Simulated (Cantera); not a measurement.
Feed: 1 mol Cu, 0.17 mol H2O, 5.2 mol H2, held at 1 atm.

Method: chemical equilibrium by Gibbs-energy minimisation in Cantera with the NASA 1993 tables (ideal gas, pure condensed phases). Candidate condensed phases: Cu, CuO, Cu(OH)2, Cu2O, H2O; 12 gas species. Rates play no part.

Which condensed phases are stable at each of these points (T (K)): 1198, 1298, 1398, 1498, 1598, 1698, 1798, 1898?


```csv
T (K),condensed phases,Cu condensed (%)
1198,Cu(s),100.0
1298,Cu(s),100.0
1398,Cu(l),100.0
1498,Cu(l),100.0
1598,Cu(l),100.0
1698,Cu(l),99.9
1798,Cu(l),99.7
1898,Cu(l),99.2
```

From 1198 K to 1298 K the condensed part is Cu(s). From 1398 K to 1898 K the condensed part is Cu(l).
